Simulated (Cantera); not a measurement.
Mixture: 10.2 % CH₄, 0.522 % C₂H₆, 18.6 % O₂, 70.6 % N₂, equivalence ratio 1.2, at 458 Torr, adiabatic and at constant volume. Ignition delay is the time to a rise of 400 K.

Computed with Cantera and GRI-Mech 3.0 (53 species, 325 reactions).

**Question.** Predict: delay at 1075 K; delay at 1175 K; delay at 1275 K; delay at 1375 K; delay at 1475 K; apparent activation energy between 1425 and 1525 K.

**Answer.** 
- delay at 1075 K: 0.103 s
- delay at 1175 K: 27.1 ms
- delay at 1275 K: 7.56 ms
- delay at 1375 K: 2.24 ms
- delay at 1475 K: 0.738 ms
- apparent activation energy between 1425 and 1525 K: 190 kJ/mol
